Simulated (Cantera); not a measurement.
## Equilibrium for silicon carbide growth: SiH₂Cl₂ + C₃H₈ + H₂

Feed: 1 mol SiH₂Cl₂, 0.0094 mol C₃H₈, 1.5 mol H₂, held at 0.825 Torr.

These are equilibrium values from Cantera (NASA tables, ideal gas, pure condensed phases), not measurements of a reactor. Candidate condensed phases: C, C₆H₆, C₇H₈, C₈H₁₈, Si, SiC; 109 gas species. Mutual solubility and eutectic melting of coexisting phases are not modelled. The tables' values for SiCl, SiCl₃ are old estimates; treat these amounts as uncertain. Gases not in the tables: Si₂H₆ and higher silanes. The numbers say what is thermodynamically allowed, not how fast it happens.

```tsv
T (K)	x H₂	x H	x HCl	x Cl	x SiCl₂	x Si	x SiCl	x SiCl₃	n Si(s)	n SiC(s)	n Si(l)
1348	0.627	5.52e-5	0.193	1.42e-5	0.167	1.71e-7	4.25e-6	0.0100	0.339	0.0282	0
1448	0.624	0.000220	0.191	5.46e-5	0.179	2.66e-6	2.46e-5	0.00506	0.319	0.0282	0
1548	0.624	0.000734	0.186	0.000175	0.185	2.89e-5	0.000111	0.00268	0.306	0.0282	0
1648	0.625	0.00212	0.182	0.000485	0.189	0.000234	0.000414	0.00151	0.296	0.0282	0
1748	0.618	0.00542	0.186	0.00126	0.186	0.00132	0.00123	0.000930	0	0.0282	0.299
1848	0.604	0.0124	0.193	0.00301	0.178	0.00570	0.00308	0.000602	0	0.0279	0.297
1948	0.577	0.0259	0.194	0.00653	0.167	0.0211	0.00688	0.000392	0	0.0265	0.247
2048	0.522	0.0488	0.183	0.0127	0.146	0.0687	0.0137	0.000240	0	0.0189	0.0402
2148	0.445	0.0838	0.214	0.0295	0.104	0.0997	0.0162	0.000157	0	0.00492	0
2248	0.365	0.134	0.229	0.0607	0.0627	0.125	0.0162	8.36e-5	0	0	0
2348	0.289	0.200	0.213	0.106	0.0295	0.145	0.0135	3.16e-5	0	0	0
2448	0.221	0.282	0.169	0.153	0.0104	0.151	0.00916	7.95e-6	0	0	0
2548	0.160	0.373	0.117	0.191	0.00291	0.148	0.00531	1.45e-6	0	0	0
```
x: gas mole fraction; n: condensed amount in mol.

From 1348 K to 1648 K the condensed part is Si(s) + SiC(s). From 1748 K to 2048 K the condensed part is Si(l) + SiC(s). At 2148 K the condensed part is SiC(s). From 2248 K to 2548 K nothing is condensed. The main Si-bearing gas is SiCl₂ at 1348 K and Si at 2548 K.
